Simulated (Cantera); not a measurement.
What does this Cantera script print?

```python
import numpy as np
import cantera as ct

gas_names = [...]  # 123 gases of nasa_gas.yaml made of C, H, O, Si
cond_names = """
    C(gr) C6H6(L) C7H8(L) C8H18(L),n-octa H2O(s) H2O(L) Si(cr) Si(L) SiC(b) SiO2(Lqz) SiO2(hqz) SiO2(L)
""".split()


# ... load() reads the species with a 1 bar reference pressure and builds the phases ...
atoms = {
    'Si': {'Si': 1},
    'O2': {'O': 2},
    'H2': {'H': 2},
    'CO': {'C': 1, 'O': 1},
}
top_T = {'C(gr)': 4500, 'SiC(b)': 3050}  # K; cautious upper limits of use, not melting points


# ... equilibrate(T, P, feed) seeds the gas with the atoms and calls Mixture.equilibrate('TP', solver="vcs", rtol=1e-11, max_steps=5000) ...
results = []
feed = {'Si': 1, 'O2': 0.13, 'H2': 27, 'CO': 0.15}  # mol
P = 133.322  # Pa
for T in [848, 948, 1048, 1148, 1248, 1348, 1448, 1548, 1648, 1748, 1848]:
    mix = equilibrate(T, P, feed)
    results.append((T, P, feed, dict(zip(mix.species_names, mix.species_moles))))

top = {s: max(r[3][s] / sum(r[3][g] for g in gas_names) for r in results) for s in gas_names}
cols = sorted((s for s in top if top[s] > 0.001), key=lambda s: -top[s])[:5]
seen = [c for c in cond_names if any(r[3].get(c, 0) > 1e-12 for r in results)]
print("log10 of partial pressures in bar; condensed amounts in mol")
print(f"{'T/K':>10s}" + "".join(f"{s[:9]:>10s}" for s in cols + seen))
for T, P, feed, n in results:
    ng = sum(n[g] for g in gas_names)
    print(f"{T:10.4g}" + "".join(f"{np.log10(max(n[s] / ng * P / 1e5, 1e-99)):10.3f}" for s in cols)
          + "".join(f"{n.get(c, 0):10.4g}" for c in seen))
```

Output:

```
log10 of partial pressures in bar; condensed amounts in mol
       T/K        H2       SiO         H        Si        CO    Si(cr)     Si(L)    SiC(b) SiO2(hqz)
       848    -2.875   -12.544   -12.158   -19.948   -15.898     0.645         0      0.15     0.205
       948    -2.875   -10.279   -10.718   -17.035   -13.204     0.645         0      0.15     0.205
      1048    -2.875    -8.453    -9.550   -14.680   -11.028     0.645         0      0.15     0.205
      1148    -2.875    -6.951    -8.582   -12.739    -9.236    0.6439         0      0.15    0.2039
      1248    -2.876    -5.694    -7.769   -11.110    -7.735     0.625         0    0.1496    0.1843
      1348    -2.882    -4.707    -7.077    -9.726    -6.539    0.4519         0    0.1441         0
      1448    -2.882    -4.710    -6.476    -8.534    -6.362    0.4578         0    0.1411         0
      1548    -2.882    -4.714    -5.953    -7.498    -6.208    0.4647         0    0.1373         0
      1648    -2.883    -4.720    -5.492    -6.589    -6.074    0.4688         0    0.1326         0
      1748    -2.885    -4.733    -5.084    -5.837    -5.860         0    0.4642    0.1213         0
      1848    -2.890    -4.762    -4.721    -5.203    -5.616         0    0.4002   0.09786         0
```

These are equilibrium values from Cantera (NASA tables, ideal gas, pure condensed phases), not measurements of a reactor. Mutual solubility and eutectic melting of coexisting phases are not modelled. The tables hold silica as quartz up to 1696 K and as liquid above; real silica turns to tridymite and cristobalite and melts near 1996 K. Gases not in the tables: Si2H6 and higher silanes.
